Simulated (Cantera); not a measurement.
Feed: 1 mol Si3N4, 0.0032 mol Si, 2.4 mol H2, at 2473 K and 0.000200 bar.

Method: chemical equilibrium by Gibbs-energy minimisation in Cantera with the NASA 1993 tables (ideal gas, pure condensed phases). Candidate condensed phases: Si, Si3N4; 18 gas species. The tables' values for SiN are old estimates; treat these amounts as uncertain. The numbers say what is thermodynamically allowed, not how fast it happens.

Base state: H 0.395, Si 0.325, N2 0.217, H2 0.0627, SiH 0.000317, SiN 0.000225, Si2 0.000140 (mole fractions); condensed: gas only.

**Question.** What changes in the equilibrium state with this change: temperature from 2473 K to 2248.15 K?

**Answer.** 
```json
[
 {"species": "Si", "before": "0.325", "after": "0.359"},
 {"species": "N2", "before": "0.217", "after": "0.241"},
 {"species": "H", "before": "0.395", "after": "0.220"},
 {"species": "H2", "before": "0.0627", "after": "0.179"},
 {"species": "Si3", "before": "4.10e-7", "after": "1.83e-5"},
 {"species": "Si2N", "before": "3.40e-6", "after": "5.02e-5"},
 {"species": "Si2", "before": "0.000140", "after": "0.000776"},
 {"species": "SiH", "before": "0.000317", "after": "0.000866"}
]
```
